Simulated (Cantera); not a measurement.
## Adiabatic ignition

An adiabatic, constant-volume homogeneous reactor starts with CO : H2 : O2 : N2 : H2O = 1 : 1.2 : 1.53 : 5.19 : 1.8 (molar parts), at 1625 K and 900 Torr.

Detailed kinetics in Cantera: GRI-Mech 3.0 (53 species, 325 reactions).

| t (s) | T (K) | P (bar) | x CO | x H2 | x O2 | x HO2 | x NO |
|---|---|---|---|---|---|---|---|
| 7.00e-6 | 1627 | 1.20 | 0.0931 | 0.109 | 0.141 | 6.41e-5 | 1.92e-10 |
| 1.61e-5 | 2000 | 1.44 | 0.0591 | 0.0278 | 0.0756 | 3.91e-5 | 6.63e-6 |
| 3.70e-5 | 2480 | 1.73 | 0.0353 | 0.0219 | 0.0602 | 1.56e-5 | 5.50e-5 |
| 8.49e-5 | 2715 | 1.87 | 0.0275 | 0.0149 | 0.0547 | 1.68e-5 | 0.000327 |
| 0.000195 | 2733 | 1.88 | 0.0266 | 0.0143 | 0.0538 | 1.72e-5 | 0.00109 |
| 0.000448 | 2732 | 1.88 | 0.0266 | 0.0143 | 0.0531 | 1.70e-5 | 0.00276 |
| 0.00103 | 2728 | 1.87 | 0.0265 | 0.0143 | 0.0517 | 1.65e-5 | 0.00596 |
| 0.00237 | 2723 | 1.87 | 0.0265 | 0.0143 | 0.0498 | 1.59e-5 | 0.0102 |
| 0.00544 | 2720 | 1.87 | 0.0264 | 0.0143 | 0.0487 | 1.55e-5 | 0.0126 |
| 0.0125 | 2720 | 1.87 | 0.0264 | 0.0143 | 0.0486 | 1.55e-5 | 0.0128 |
| 0.0287 | 2720 | 1.87 | 0.0264 | 0.0143 | 0.0486 | 1.55e-5 | 0.0128 |
| 0.0660 | 2720 | 1.87 | 0.0264 | 0.0143 | 0.0486 | 1.55e-5 | 0.0128 |
| 0.152 | 2720 | 1.87 | 0.0264 | 0.0143 | 0.0486 | 1.55e-5 | 0.0128 |
| 0.348 | 2720 | 1.87 | 0.0264 | 0.0143 | 0.0486 | 1.55e-5 | 0.0128 |
| 0.800 | 2720 | 1.87 | 0.0264 | 0.0143 | 0.0486 | 1.55e-5 | 0.0128 |
x: mole fraction; the columns are a selection and need not sum to one.

```yaml
time_of_steepest_temperature_rise: 11.4 µs
temperature at 0.800 s: 2720 K
equilibrium_temperature: 2720 K
x(CO) at 0.800 s: 0.0264 (gas-phase equilibrium 0.0264)
x(H2) at 0.800 s: 0.0143 (gas-phase equilibrium 0.0143)
x(O2) at 0.800 s: 0.0486 (gas-phase equilibrium 0.0486)
```
